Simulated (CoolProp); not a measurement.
R245ca along the isotherm -12.85 °C: density (kg/m³) from the reference equation and from simpler models built on Tc = 174.4 °C, pc = 39.41 bar, ω = 0.355; each cubic takes its own stable root.

Values from CoolProp's reference Helmholtz-energy equation of state, Zhou 2016.

| p (bar) | phase | reference | Redlich-Kwong | Peng-Robinson |
|---|---|---|---|---|
| 12.5 | liquid | 1481 | 1311 | 1538 |
| 25 | liquid | 1483 | 1315 | 1541 |
| 37.5 | liquid | 1485 | 1320 | 1543 |
| 50 | liquid | 1487 | 1324 | 1546 |
| 62.5 | liquid | 1489 | 1328 | 1548 |
| 75 | liquid | 1491 | 1331 | 1551 |
| 87.5 | liquid | 1493 | 1335 | 1553 |
| 100 | liquid | 1495 | 1339 | 1556 |
